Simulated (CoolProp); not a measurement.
Hexamethyldisiloxane (MM) at several states: Z from the reference equation and from simpler models built on Tc = 245.6 °C, pc = 1931 kPa, ω = 0.418; each cubic takes its own stable root.

Computed with CoolProp (reference Helmholtz-energy equation of state, Thol 2016).

```tsv
T (°C)	p (kPa)	phase	reference
209.05	71.2	gas	0.9828
151.05	918	liquid	0.06913
257.45	109	gas	0.9811
-9.25	2950	liquid	0.2733
```

Question: How far does each simpler model (van der Waals, Redlich-Kwong, Soave-Redlich-Kwong, Peng-Robinson) lie from the reference over these 4 states: mean and median of the absolute difference, and the worst?

Answer: 
- van der Waals: mean 32.9 %, median 32.7 %, worst +65.9 % at 151.05 °C and 918 kPa
- Redlich-Kwong: mean 7.5 %, median 6.3 %, worst +17.4 % at 151.05 °C and 918 kPa
- Soave-Redlich-Kwong: mean 4.3 %, median 4.3 %, worst +8.6 % at 151.05 °C and 918 kPa
- Peng-Robinson: mean 1.9 %, median 1.8 %, worst -4.2 % at 151.05 °C and 918 kPa
